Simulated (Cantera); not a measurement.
Feed: 1 mol Si, 0.2 mol NH3, 30 mol H2, held at 0.165 Torr.

Method: chemical equilibrium by Gibbs-energy minimisation in Cantera with the NASA 1993 tables (ideal gas, pure condensed phases). Candidate condensed phases: Si, Si3N4; 18 gas species. Kinetics and transport are ignored. All values below are at 1125 °C.

Base state: H2 0.996, N2 0.00329, H 0.000318 (mole fractions); condensed: Si(s).

Q: What changes in the equilibrium state with this change: Si replaced by Fe?

A: 
```csv
species,before,after
H2,0.996,0.996
N2,0.00329,0.00329
H,0.000318,0.000318
Fe,0,6.63e-5
"Si(s), mol",1.000,0
"Fe(γ), mol",0,0.998
```
Further candidate phases: Fe.
